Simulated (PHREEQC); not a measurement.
Model water analysis in mmol/kgw, 25 °C, pH 6.83: Na 128; K 3.64; Ca 3.7; Mg 8.19; Cl 153; S(6) 4.29; Alkalinity (meq/kgw) 0.000356.

Valence states are taken as typed.

The numbers come from PHREEQC with the Pitzer model, pitzer.dat.

Each row changes one thing in this solution. This is a speciation only: nothing precipitates in the calculation.

| case | HCO3- (mol/kgw) | CO2 (mol/kgw) | MgOH+ (mol/kgw) | HSO4- (mol/kgw) | CO3-2 (mol/kgw) | MgCO3 (mol/kgw) | SI of Gypsum (CaSO4:2H2O) | SI of Halite (NaCl) |
|---|---|---|---|---|---|---|---|---|
| as made | 4.31e-7 | 1.10e-7 | 3.05e-8 | 1.78e-8 | 4.60e-10 | 2.42e-10 | -1.38 | -3.55 |
| Ca from 3.7 to 7.4 mmol/kgw | 4.29e-7 | 1.09e-7 | 3.03e-8 | 1.70e-8 | 4.73e-10 | 2.38e-10 | -1.10 | -3.55 |
| Ca from 3.7 to 1.85 mmol/kgw | 4.32e-7 | … | 3.06e-8 | … | 4.53e-10 | 2.45e-10 | -1.67 | -3.55 |
| pH from 6.83 to 6.33 at the same alkalinity | 9.64e-7 | 7.80e-7 | … | 5.63e-8 | 3.25e-10 | … | -1.38 | -3.55 |

What belongs in the gaps?


- Ca from 3.7 to 1.85 mmol/kgw, CO2 (mol/kgw): 1.11e-7
- Ca from 3.7 to 1.85 mmol/kgw, HSO4- (mol/kgw): 1.83e-8
- pH from 6.83 to 6.33 at the same alkalinity, MgOH+ (mol/kgw): 9.65e-9
- pH from 6.83 to 6.33 at the same alkalinity, MgCO3 (mol/kgw): 1.72e-10
